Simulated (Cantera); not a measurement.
Cantera run, input and output.

```python
import numpy as np
import cantera as ct

gas = ct.Solution("h2o2.yaml")
gas.TPX = 1275, 41000, {'H2': 1.4, 'O2': 1, 'N2': 0.94}
reactor = ct.IdealGasConstPressureReactor(gas, energy="off", clone=False)
net = ct.ReactorNet([reactor])
net.rtol, net.atol = 1e-08, 1e-18
show = ['H2', 'O2', 'H', 'OH', 'H2O2', 'O']
times = np.geomspace(6e-05, 4, 15)

steps = ct.SolutionArray(gas, extra=["t"])
rows = []
print(f"{'t/s':>10s}{'T/K':>9s}{'P/Pa':>11s}" + "".join(f"{s:>11s}" for s in show))
for t in times:
    while net.time < t:
        t_next = net.step()
        steps.append(gas.state, t=t_next)
    rows.append([np.interp(t, steps.t, y) for y in (steps.T, steps.P, *steps(*show).X.T)])
    print(f"{t:10.3e}{rows[-1][0]:9.1f}{rows[-1][1]:11.4g}" + "".join(f"{x:11.3e}" for x in rows[-1][2:]))
rate = np.gradient(steps.T, steps.t)
print("integrator steps:", len(steps.t))
if steps.T.max() > steps.T[0] + 200:
    print(f"time of steepest temperature rise: {steps.t[rate.argmax()]:.4e} s")
gas.TPX = 1275, 41000, {'H2': 1.4, 'O2': 1, 'N2': 0.94}
gas.equilibrate("TP")
print(f"equilibrium (TP): T = {gas.T:.1f} K  " + "  ".join(f"{s} {gas[s].X[0]:.3e}" for s in show))
```

Output:

```
       t/s      T/K       P/Pa         H2         O2          H         OH       H2O2          O
 6.000e-05   1275.0    4.1e+04  4.906e-02  1.330e-01  8.428e-02  1.252e-02  1.207e-05  2.287e-02
 1.327e-04   1275.0    4.1e+04  1.052e-02  1.160e-01  4.937e-03  4.600e-03  1.208e-05  3.101e-03
 2.933e-04   1275.0    4.1e+04  1.832e-03  1.138e-01  2.427e-04  1.508e-03  5.018e-06  4.052e-04
 6.484e-04   1275.0    4.1e+04  3.476e-04  1.136e-01  1.898e-05  6.383e-04  1.828e-06  7.062e-05
 1.434e-03   1275.0    4.1e+04  6.704e-05  1.136e-01  1.978e-06  3.167e-04  6.815e-07  1.621e-05
 3.169e-03   1275.0    4.1e+04  1.409e-05  1.136e-01  2.693e-07  1.727e-04  2.636e-07  4.678e-06
 7.007e-03   1275.0    4.1e+04  3.761e-06  1.136e-01  4.973e-08  1.016e-04  1.076e-07  1.614e-06
 1.549e-02   1275.0    4.1e+04  1.294e-06  1.136e-01  1.175e-08  6.351e-05  4.654e-08  6.318e-07
 3.425e-02   1275.0    4.1e+04  5.276e-07  1.136e-01  3.304e-09  4.150e-05  2.127e-08  2.706e-07
 7.572e-02   1275.0    4.1e+04  2.535e-07  1.136e-01  1.132e-09  2.852e-05  1.057e-08  1.281e-07
 1.674e-01   1275.0    4.1e+04  1.598e-07  1.136e-01  5.569e-10  2.170e-05  6.367e-09  7.436e-08
 3.701e-01   1275.0    4.1e+04  1.381e-07  1.136e-01  4.370e-10  1.953e-05  5.252e-09  6.027e-08
 8.183e-01   1275.0    4.1e+04  1.365e-07  1.136e-01  4.283e-10  1.935e-05  5.165e-09  5.918e-08
 1.809e+00   1275.0    4.1e+04  1.365e-07  1.136e-01  4.282e-10  1.935e-05  5.164e-09  5.917e-08
 4.000e+00   1275.0    4.1e+04  1.365e-07  1.136e-01  4.282e-10  1.935e-05  5.164e-09  5.917e-08
integrator steps: 1748
equilibrium (TP): T = 1275.0 K  H2 1.365e-07  O2 1.136e-01  H 4.282e-10  OH 1.935e-05  H2O2 5.164e-09  O 5.917e-08
```

Model: the H2/O2 subset of GRI-Mech 3.0, which has no nitrogen chemistry, integrated in Cantera. The temperature is held fixed by assumption; the heat of reaction is taken as removed at once.
